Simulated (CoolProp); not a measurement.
Sulfur hexafluoride along the isotherm 6.05 °C: density (kg/m³) from the reference equation and from simpler models built on Tc = 45.6 °C, pc = 3.755 MPa, ω = 0.210; each cubic takes its own stable root.

Computed with CoolProp (reference Helmholtz-energy equation of state, Guder 2009).

| p (MPa) | phase | reference | van der Waals | Soave-Redlich-Kwong |
|---|---|---|---|---|
| 0.704 | gas | 49.55 | 48.27 | 49.50 |
| 1.41 | gas | 117.6 | 108.5 | 116.5 |
| 2.11 | liquid | 1525 | 195.6 | 1386 |
| 2.82 | liquid | 1537 | 987.3 | 1408 |
| 3.52 | liquid | 1549 | 1013 | 1427 |
| 4.22 | liquid | 1559 | ? | ? |
| 4.93 | liquid | ? | ? | ? |
| 5.63 | liquid | 1578 | 1068 | 1476 |

What belongs in the gaps?


- 4.22, van der Waals: 1034
- 4.22, Soave-Redlich-Kwong: 1445
- 4.93, reference: 1569
- 4.93, van der Waals: 1052
- 4.93, Soave-Redlich-Kwong: 1461

At some of these states van der Waals gives the other phase, because its saturation line lies elsewhere.
